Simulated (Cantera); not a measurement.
Charge: 1 mol Cu2O, a varied amount of CO, at 2450 K and 300 Torr.

Equilibrium computed with Cantera from the NASA thermochemical tables; the gas is ideal and each condensed phase is pure. Candidate condensed phases: C, Cu, CuO, Cu2O; 15 gas species. Equilibrium is a limit: real reactors are often held back by kinetics, nucleation or transport.

**Question.** At 6.4 mol CO, list the 7 most abundant gas species with their mole fractions, and the condensed phases.

**Answer.** CO 0.645, Cu 0.234, CO2 0.119, Cu2 0.00239, O 0.000146, CuO 9.04e-5, O2 6.73e-5. Condensed: gas only.
